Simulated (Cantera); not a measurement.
**Thermodynamics of silicon nitride deposition, feed SiCl4 + N2 + H2**

Charge: 1 mol SiCl4, 0.49 mol N2, 4.9 mol H2, at 350 Pa.

Equilibrium computed with Cantera from the NASA thermochemical tables; the gas is ideal and each condensed phase is pure. Candidate condensed phases: NH4Cl, Si, Si3N4; 28 gas species. N2 is the only nitrogen source here; it is nearly inert below about 1500 K, so the nitride shown seldom forms there in practice. The tables' values for SiCl3, SiCl are old estimates; treat these amounts as uncertain. Gases not in the tables: Si2H6 and higher silanes. Rates play no part.

```json
[
 {"T (K)": "798", "x H2": "0.578", "x HCl": "0.334", "x SiCl2": "3.94e-9", "x SiCl4": "0.0685", "x N2": "0.0189", "x SiCl3": "1.54e-6", "n Si3N4(s)": "0.183"},
 {"T (K)": "898", "x H2": "0.565", "x HCl": "0.358", "x SiCl2": "4.75e-7", "x SiCl4": "0.0621", "x N2": "0.0148", "x SiCl3": "2.47e-5", "n Si3N4(s)": "0.196"},
 {"T (K)": "998", "x H2": "0.555", "x HCl": "0.375", "x SiCl2": "2.18e-5", "x SiCl4": "0.0571", "x N2": "0.0119", "x SiCl3": "0.000225", "n Si3N4(s)": "0.206"},
 {"T (K)": "1098", "x H2": "0.547", "x HCl": "0.388", "x SiCl2": "0.000483", "x SiCl4": "0.0522", "x N2": "0.0100", "x SiCl3": "0.00134", "n Si3N4(s)": "0.212"},
 {"T (K)": "1198", "x H2": "0.537", "x HCl": "0.397", "x SiCl2": "0.00562", "x SiCl4": "0.0431", "x N2": "0.0105", "x SiCl3": "0.00523", "n Si3N4(s)": "0.210"},
 {"T (K)": "1298", "x H2": "0.521", "x HCl": "0.394", "x SiCl2": "0.0300", "x SiCl4": "0.0239", "x N2": "0.0183", "x SiCl3": "0.0110", "n Si3N4(s)": "0.183"},
 {"T (K)": "1398", "x H2": "0.518", "x HCl": "0.345", "x SiCl2": "0.0782", "x SiCl4": "0.00683", "x N2": "0.0397", "x SiCl3": "0.0112", "n Si3N4(s)": "0.104"},
 {"T (K)": "1498", "x H2": "0.535", "x HCl": "0.262", "x SiCl2": "0.128", "x SiCl4": "0.00117", "x N2": "0.0666", "x SiCl3": "0.00684", "n Si3N4(s)": "0"},
 {"T (K)": "1598", "x H2": "0.531", "x HCl": "0.266", "x SiCl2": "0.131", "x SiCl4": "0.000289", "x N2": "0.0664", "x SiCl3": "0.00392", "n Si3N4(s)": "0"},
 {"T (K)": "1698", "x H2": "0.528", "x HCl": "0.268", "x SiCl2": "0.133", "x SiCl4": "8.23e-5", "x N2": "0.0663", "x SiCl3": "0.00235", "n Si3N4(s)": "0"},
 {"T (K)": "1798", "x H2": "0.525", "x HCl": "0.268", "x SiCl2": "0.133", "x SiCl4": "2.66e-5", "x N2": "0.0661", "x SiCl3": "0.00148", "n Si3N4(s)": "0"},
 {"T (K)": "1898", "x H2": "0.519", "x HCl": "0.268", "x SiCl2": "0.131", "x SiCl4": "9.64e-6", "x N2": "0.0658", "x SiCl3": "0.000964", "n Si3N4(s)": "0"}
]
```
x: gas mole fraction; n: condensed amount in mol.

From 798 K to 1398 K the condensed part is Si3N4(s). From 1498 K to 1898 K nothing is condensed. The main Si-bearing gas is SiCl4 at 798 K and SiCl2 at 1898 K.
